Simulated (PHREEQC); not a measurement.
Make-up at 25 °C: 0.0054 mol CaCl2, 0.0001 mol CO2, 0.00079 mol KCl and 5.8e-05 mol KOH per kg of water. Closed to the air; pH follows from the charge balance.

Equilibrium calculation in PHREEQC: ion-association model, phreeqc.dat.

No solid was allowed to form.

Question: Order these C species by the share of C that they hold, largest first: CaHCO3+, CO2, HCO3-.

Answer: HCO3- (56 %), CO2 (42 %), CaHCO3+ (2.3 %)

The pH is 6.42 and the ionic strength 0.0170 mol/kgw.
